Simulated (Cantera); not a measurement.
**Pyrogenic steam for wet oxidation**

An isothermal, constant-pressure homogeneous reactor starts with 15.9 % H2, 37.9 % O2, 45.5 % N2, 0.682 % H2O, at 1225 K and 100.0 Torr.

Model: the H2/O2 subset of GRI-Mech 3.0, which has no nitrogen chemistry, integrated in Cantera. The temperature is held fixed by assumption; the heat of reaction is taken as removed at once.

```json
[
 {"t (s)": "2.00e-6", "x H2": "0.159", "x O2": "0.379", "x H2O": "0.00682", "x HO2": "1.77e-9", "x OH": "1.37e-10", "x H": "1.65e-9"},
 {"t (s)": "6.75e-6", "x H2": "0.159", "x O2": "0.379", "x H2O": "0.00682", "x HO2": "6.00e-9", "x OH": "1.05e-9", "x H": "5.79e-9"},
 {"t (s)": "2.28e-5", "x H2": "0.159", "x O2": "0.379", "x H2O": "0.00682", "x HO2": "2.10e-8", "x OH": "1.06e-8", "x H": "4.14e-8"},
 {"t (s)": "7.70e-5", "x H2": "0.159", "x O2": "0.379", "x H2O": "0.00683", "x HO2": "2.70e-7", "x OH": "1.87e-6", "x H": "6.91e-6"},
 {"t (s)": "0.000260", "x H2": "0.0121", "x O2": "0.306", "x H2O": "0.131", "x HO2": "3.49e-5", "x OH": "0.00783", "x H": "0.0452"},
 {"t (s)": "0.000877", "x H2": "0.00195", "x O2": "0.322", "x H2O": "0.175", "x HO2": "3.08e-5", "x OH": "0.00301", "x H": "0.00256"},
 {"t (s)": "0.00296", "x H2": "0.000127", "x O2": "0.325", "x H2O": "0.180", "x HO2": "7.80e-6", "x OH": "0.000717", "x H": "3.74e-5"},
 {"t (s)": "0.0100", "x H2": "1.11e-5", "x O2": "0.325", "x H2O": "0.180", "x HO2": "1.15e-6", "x OH": "0.000229", "x H": "1.17e-6"},
 {"t (s)": "0.0338", "x H2": "1.62e-6", "x O2": "0.325", "x H2O": "0.180", "x HO2": "2.17e-7", "x OH": "9.39e-5", "x H": "7.99e-8"},
 {"t (s)": "0.114", "x H2": "3.38e-7", "x O2": "0.325", "x H2O": "0.180", "x HO2": "5.43e-8", "x OH": "4.44e-5", "x H": "8.45e-9"},
 {"t (s)": "0.385", "x H2": "8.58e-8", "x O2": "0.325", "x H2O": "0.180", "x HO2": "2.16e-8", "x OH": "2.27e-5", "x H": "1.14e-9"},
 {"t (s)": "1.30", "x H2": "2.83e-8", "x O2": "0.325", "x H2O": "0.180", "x HO2": "1.83e-8", "x OH": "1.30e-5", "x H": "2.22e-10"},
 {"t (s)": "4.39", "x H2": "1.87e-8", "x O2": "0.325", "x H2O": "0.180", "x HO2": "1.98e-8", "x OH": "1.05e-5", "x H": "1.19e-10"},
 {"t (s)": "14.8", "x H2": "1.84e-8", "x O2": "0.325", "x H2O": "0.180", "x HO2": "1.98e-8", "x OH": "1.04e-5", "x H": "1.17e-10"},
 {"t (s)": "50.0", "x H2": "1.84e-8", "x O2": "0.325", "x H2O": "0.180", "x HO2": "1.98e-8", "x OH": "1.04e-5", "x H": "1.17e-10"}
]
```
x: mole fraction; the columns are a selection and need not sum to one.

Equilibrium at this temperature and pressure: H2 1.84e-8, O2 0.325, H2O 0.180, HO2 1.98e-8, OH 1.04e-5, H 1.17e-10 (gas phase only).
